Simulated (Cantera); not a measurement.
Feed: 1 mol SiH₂Cl₂, 270 mol H₂, at 2327 °C and 2300 Pa.

Cantera equilibrium calculation (NASA polynomials, part measured and part estimated; ideal gas, pure solids and liquids). Candidate condensed phases: Si; 19 gas species. Equilibrium is a limit: real reactors are often held back by kinetics, nucleation or transport.

Base state: H₂ 0.768, H 0.222, HCl 0.00541, Si 0.00314, Cl 0.00109, SiH 9.53e-5 (mole fractions); condensed: gas only.

Q: What changes in the equilibrium state with this change: temperature from 2327 °C to 1175 °C?

A: 
```json
[
 {"species": "H₂", "before": "0.768", "after": "0.993"},
 {"species": "HCl", "before": "0.00541", "after": "0.00704"},
 {"species": "SiCl₂", "before": "3.84e-7", "after": "0.000154"},
 {"species": "H", "before": "0.222", "after": "6.06e-5"},
 {"species": "Si", "before": "0.00314", "after": "1.27e-7"},
 {"species": "Cl", "before": "0.00109", "after": "3.50e-7"},
 {"species": "SiH", "before": "9.53e-5", "after": "7.70e-8"},
 {"species": "Si(s), mol", "before": "0", "after": "0.958"}
]
```

Q: What changes in the equilibrium state with this change: temperature from 2327 °C to 1750 °C?

A: 
```csv
species,before,after
H₂,0.768,0.978
H,0.222,0.0124
HCl,0.00541,0.00692
Si,0.00314,0.00247
SiCl₂,3.84e-7,0.000114
Si₂,7.16e-7,2.71e-5
Cl,0.00109,6.51e-5
SiH₂,8.23e-6,0.000118
SiCl,9.36e-6,7.00e-5
"Si(l), mol",0,0.153
```
The tables' values for SiCl are old estimates; treat these amounts as uncertain. Gases not in the tables: Si₂H₆ and higher silanes.

Q: What changes in the equilibrium state with this change: temperature from 2327 °C to 700 °C?

A: 
```csv
species,before,after
H₂,0.768,0.994
HCl,0.00541,0.00543
SiHCl₃,<1e-9,0.000249
H,0.222,7.14e-9
Si,0.00314,<1e-9
Cl,0.00109,<1e-9
SiCl₄,<1e-9,0.000242
SiH,9.53e-5,<1e-9
SiH₂Cl₂,<1e-9,2.68e-5
SiCl₃,<1e-9,2.01e-5
"Si(s), mol",0,0.841
```
The tables' values for SiCl₃ are old estimates; treat these amounts as uncertain.
